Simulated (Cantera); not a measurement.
Stirred combustor or abatement burner

A perfectly stirred reactor is fed with 31.4 % H2, 14.3 % O2, 53.7 % N2, 0.566 % H2O, at 5.00 bar; it is adiabatic with a 700 K inlet, and is followed from long to short residence time, starting on the burning branch (τ in s: 0.03, 0.013, 0.0053, 0.0023, 0.00095, 0.0004, 0.00017, 7.2e-05, 3e-05, 1.3e-05, 5.4e-06).

Cantera simulation using the H2/O2 subset of GRI-Mech 3.0, which has no nitrogen chemistry; the numbers are that mechanism's predictions, not measurements. The hydrogen kinetics of GRI-Mech 3.0 are dated; newer H2 mechanisms differ, most at raised pressure.

```
τ (s)    T (K)    x H2     x O2      x H       x O     x OH  x H2O   x H2O2
-------  -----  ------  -------  -------  --------  -------  -----  -------
0.030     2659  0.0397  0.00209  0.00442  0.000631  0.00884  0.323  3.23e-7
0.013     2657  0.0398  0.00214  0.00448  0.000643  0.00891  0.323  3.28e-7
0.0053    2653  0.0401  0.00227  0.00464  0.000675  0.00910  0.323  3.40e-7
0.0023    2645  0.0407  0.00252  0.00495  0.000743  0.00948  0.321  3.64e-7
0.00095   2628  0.0419  0.00307  0.00567  0.000899   0.0103  0.319  4.13e-7
0.00040   2595  0.0442  0.00408  0.00708   0.00122   0.0116  0.314  4.95e-7
0.00017   2540  0.0476  0.00575  0.00961   0.00181   0.0135  0.307  6.13e-7
7.2e-5    2457  0.0523  0.00823   0.0139   0.00284   0.0157  0.296  7.73e-7
3.0e-5    2340  0.0581   0.0117   0.0208   0.00446   0.0176  0.283  1.00e-6
1.3e-5    2198  0.0640   0.0159   0.0302   0.00648   0.0183  0.268  1.36e-6
5.4e-6    2021  0.0713   0.0220   0.0423   0.00867   0.0173  0.250  2.13e-6
```
x: mole fraction; the columns are a selection and need not sum to one.
